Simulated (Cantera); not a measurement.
# Thermodynamics of silicon etching in halogen gases, feed Si + HF + H2

Feed: 1 mol Si, a varied amount of HF, 7.2 mol H2, equilibrated at 925 K and 21.8 Torr.

Method: chemical equilibrium by Gibbs-energy minimisation in Cantera with the NASA 1993 tables (ideal gas, pure condensed phases). Candidate condensed phases: Si; 25 gas species. The tables' values for SiF3 are old estimates; treat these amounts as uncertain. Rates play no part.

From 1 mol HF to 3.8 mol HF the condensed part is Si(s). From 4.7 mol HF to 7.3 mol HF nothing is condensed. The main Si-bearing gas is SiF4 throughout.

```json
[
 {"n(HF) (mol)": "1", "log p H2": "-1.55", "log p HF": "-6.76", "log p SiF4": "-3.07", "log p SiHF3": "-4.10", "log p SiH2F2": "-5.40", "log p SiF3": "-6.03", "log p SiH3F": "-7.34", "n Si(s)": "0.744"},
 {"n(HF) (mol)": "1.3", "log p H2": "-1.56", "log p HF": "-6.74", "log p SiF4": "-2.97", "log p SiHF3": "-4.03", "log p SiH2F2": "-5.35", "log p SiF3": "-5.95", "log p SiH3F": "-7.32", "n Si(s)": "0.668"},
 {"n(HF) (mol)": "1.6", "log p H2": "-1.56", "log p HF": "-6.72", "log p SiF4": "-2.89", "log p SiHF3": "-3.97", "log p SiH2F2": "-5.31", "log p SiF3": "-5.89", "log p SiH3F": "-7.31", "n Si(s)": "0.591"},
 {"n(HF) (mol)": "2", "log p H2": "-1.56", "log p HF": "-6.70", "log p SiF4": "-2.80", "log p SiHF3": "-3.91", "log p SiH2F2": "-5.27", "log p SiF3": "-5.83", "log p SiH3F": "-7.29", "n Si(s)": "0.490"},
 {"n(HF) (mol)": "2.5", "log p H2": "-1.57", "log p HF": "-6.68", "log p SiF4": "-2.72", "log p SiHF3": "-3.85", "log p SiH2F2": "-5.24", "log p SiF3": "-5.77", "log p SiH3F": "-7.28", "n Si(s)": "0.363"},
 {"n(HF) (mol)": "3", "log p H2": "-1.57", "log p HF": "-6.67", "log p SiF4": "-2.66", "log p SiHF3": "-3.81", "log p SiH2F2": "-5.21", "log p SiF3": "-5.72", "log p SiH3F": "-7.27", "n Si(s)": "0.236"},
 {"n(HF) (mol)": "3.8", "log p H2": "-1.58", "log p HF": "-6.66", "log p SiF4": "-2.58", "log p SiHF3": "-3.75", "log p SiH2F2": "-5.18", "log p SiF3": "-5.66", "log p SiH3F": "-7.27", "n Si(s)": "0.0334"},
 {"n(HF) (mol)": "4.7", "log p H2": "-1.61", "log p HF": "-2.73", "log p SiF4": "-2.58", "log p SiHF3": "-7.70", "log p SiH2F2": "-13.08", "log p SiF3": "-9.60", "log p SiH3F": "<-13", "n Si(s)": "0"},
 {"n(HF) (mol)": "5.8", "log p H2": "-1.65", "log p HF": "-2.36", "log p SiF4": "-2.62", "log p SiHF3": "-8.15", "log p SiH2F2": "<-13", "log p SiF3": "-10.03", "log p SiH3F": "<-13", "n Si(s)": "0"},
 {"n(HF) (mol)": "7.3", "log p H2": "-1.70", "log p HF": "-2.15", "log p SiF4": "-2.67", "log p SiHF3": "-8.47", "log p SiH2F2": "<-13", "log p SiF3": "-10.32", "log p SiH3F": "<-13", "n Si(s)": "0"}
]
```
log p: log10 of the partial pressure in bar; n: condensed amount in mol.
